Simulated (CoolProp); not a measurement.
A simple Rankine cycle with dimethyl carbonate: condensing at 296.15 K, boiler at 0.108 MPa, turbine inlet 367.4 K, turbine efficiency 0.75, pump efficiency 0.6, no recuperator. Each further row changes one setting.

Model: reference Helmholtz-energy equation of state, Zhou 2011, in CoolProp.

```tsv
case	thermal efficiency (%)	net work (kJ/kg)	heat in (kJ/kg)	turbine exit temperature (K)	volume ratio over the turbine
as stated	12.5	63.5	508	315.8	14.6
turbine inlet 387.4 K	12.6	67.4	536	335.1	14.6
condensing temperature 288.15 K	13.8	72.2	522	308.5	21.9
boiler pressure 0.0756 MPa	11.1	56.4	509	322.4	10.3
turbine efficiency 0.65	10.8	55.0	508	322.6	14.9
```
